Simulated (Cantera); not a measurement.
What does this Cantera script print?

```python
import numpy as np
import cantera as ct

gas_names = """
    F FO FO2 F2 F2O H HF HOF HO2 H2 H2F2 H2O H2O2 H3F3 H4F4 H5F5 H6F6 H7F7 O OH O2 O3 Si SiF SiF2 SiF3
    SiF4 SiH SiHF3 SiH2 SiH2F2 SiH3 SiH3F SiH4 SiO SiO2 Si2 Si3
""".split()
cond_names = """
    H2O(s) H2O(L) Si(cr) Si(L) SiO2(Lqz) SiO2(hqz) SiO2(L)
""".split()


# ... load() reads the species with a 1 bar reference pressure and builds the phases ...
atoms = {
    'SiF4': {'Si': 1, 'F': 4},
    'O3': {'O': 3},
    'H2': {'H': 2},
}
top_T = {}  # K; cautious upper limits of use, not melting points


# ... equilibrate(T, P, feed) seeds the gas with the atoms and calls Mixture.equilibrate('TP', solver="vcs", rtol=1e-11, max_steps=5000) ...
results = []
feed = {'SiF4': 1, 'O3': 7.1, 'H2': 1.1}  # mol
T = 873  # K
P = 100000  # Pa
mix = equilibrate(T, P, feed)
results.append((T, P, feed, dict(zip(mix.species_names, mix.species_moles))))
print(gas.report(threshold=0.0001))
for i in range(1, mix.n_phases):
    print(f"{mix.phase(i).name:16s} {mix.phase_moles(i):12.5e} mol")
```

It prints:

```
       temperature   873 K
          pressure   1e+05 Pa
           density   0.48683 kg/m^3
  mean mol. weight   35.337 kg/kmol
   phase of matter   gas

                          1 kg             1 kmol
                     ---------------   ---------------
          enthalpy       -3.3321e+06       -1.1775e+08  J
   internal energy       -3.5375e+06         -1.25e+08  J
           entropy            7113.8        2.5138e+05  J/K
    Gibbs function       -9.5424e+06        -3.372e+08  J
 heat capacity c_p            1097.3             38776  J/K
 heat capacity c_v            862.03             30461  J/K

                      mass frac. Y      mole frac. X     chem. pot. / RT
                     ---------------   ---------------   ---------------
                HF           0.03064          0.054119           -62.826
               H2O          0.031549          0.061884           -60.555
                O2           0.73951           0.81667           -26.411
              SiF4            0.1983          0.067328           -263.47
     [  +34 minor]        2.2168e-07        2.0007e-07

Si(cr)            0.00000e+00 mol
SiO2(hqz)         1.67329e-01 mol
```

Cantera equilibrium calculation (NASA polynomials, part measured and part estimated; ideal gas, pure solids and liquids).
